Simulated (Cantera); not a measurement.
A closed system holds: 1 mol TiCl4, 0.23 mol O2, a varied amount of H2, at 1300 K and 100 Torr.

These are equilibrium values from Cantera (NASA tables, ideal gas, pure condensed phases), not measurements of a reactor. Candidate condensed phases: H2O, Ti, TiCl2, TiCl3, TiCl4, TiO, TiO2, Ti2O3, Ti3O5, Ti4O7; 23 gas species. Mutual solubility and eutectic melting of coexisting phases are not modelled. The tables' values for TiCl2 are old estimates; treat these amounts as uncertain. TiO: taken at fixed stoichiometry. Rates play no part.

x: gas mole fraction; n: condensed amount in mol.

```csv
n(H2) (mol),x H2,x HCl,x TiCl3,x TiCl4,x TiCl2,n Ti2O3(s),n TiO(s)
8.8,0.778,0.154,0.0348,0.0325,2.79e-5,0.153,0
12,0.828,0.121,0.0300,0.0213,3.16e-5,0.153,0
16,0.865,(withheld),(withheld),(withheld),3.47e-5,0.153,0
21,0.893,0.0759,0.0215,0.00923,3.74e-5,0.153,0
27,0.915,(withheld),(withheld),(withheld),3.96e-5,0.153,0
36,0.934,0.0473,0.0146,0.00382,4.17e-5,0.153,0
48,0.950,0.0364,0.0116,0.00232,4.35e-5,0.153,0
64,0.961,0.0284,0.00898,0.00139,4.34e-5,0.143,0.0306
```

**Question.** Fill in the missing entries.

**Answer.** 
- 16, x HCl: 0.0955
- 16, x TiCl3: 0.0255
- 16, x TiCl4: 0.0140
- 27, x HCl: 0.0611
- 27, x TiCl3: 0.0181
- 27, x TiCl4: 0.00617
